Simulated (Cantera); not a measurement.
**Halide evaporation, hydrolysis and transport: CaCl2 + H2 + H2O**

Charge: 1 mol CaCl2, 22 mol H2, 2 mol H2O, held at 0.190 bar.

Cantera equilibrium calculation (NASA polynomials, part measured and part estimated; ideal gas, pure solids and liquids). Candidate condensed phases: Ca, CaCl2, CaO, Ca(OH)2, H2O; 21 gas species. Mutual solubility and eutectic melting of coexisting phases are not modelled. Condensed phases not in the tables: oxide chlorides. Equilibrium is a limit: real reactors are often held back by kinetics, nucleation or transport.

From 600 K to 700 K the condensed part is CaCl2(s). From 800 K to 1000 K the condensed part is CaCl2(s) + CaO(s). From 1100 K to 1500 K the condensed part is CaCl2(l) + CaO(s).

| T (K) | log p H2 | log p H2O | log p HCl | log p CaCl2 | log p H | n CaCl2(s) | n CaO(s) | n CaCl2(l) |
|---|---|---|---|---|---|---|---|---|
| 600 | -0.76 | -1.80 | -7.13 | <-12 | <-12 | 1.000 | 0 | 0 |
| 700 | -0.76 | -1.80 | -5.97 | <-12 | <-12 | 1.000 | 0 | 0 |
| 800 | -0.76 | -1.80 | -4.97 | -11.76 | -11.92 | 0.999 | 0.000683 | 0 |
| 900 | -0.76 | -1.80 | -4.19 | -9.48 | -10.31 | 0.996 | 0.00411 | 0 |
| 1000 | -0.76 | -1.80 | -3.57 | -7.66 | -9.02 | 0.983 | 0.0172 | 0 |
| 1100 | -0.76 | -1.81 | -3.10 | -6.26 | -7.97 | 0 | 0.0502 | 0.950 |
| 1200 | -0.76 | -1.83 | -2.75 | -5.16 | -7.09 | 0 | 0.113 | 0.886 |
| 1300 | -0.76 | -1.86 | -2.46 | -4.24 | -6.34 | 0 | 0.220 | 0.772 |
| 1400 | -0.77 | -1.90 | -2.23 | -3.46 | -5.70 | 0 | 0.379 | 0.577 |
| 1500 | -0.77 | -1.97 | -2.05 | -2.80 | -5.14 | 0 | 0.586 | 0.208 |
log p: log10 of the partial pressure in bar; n: condensed amount in mol.
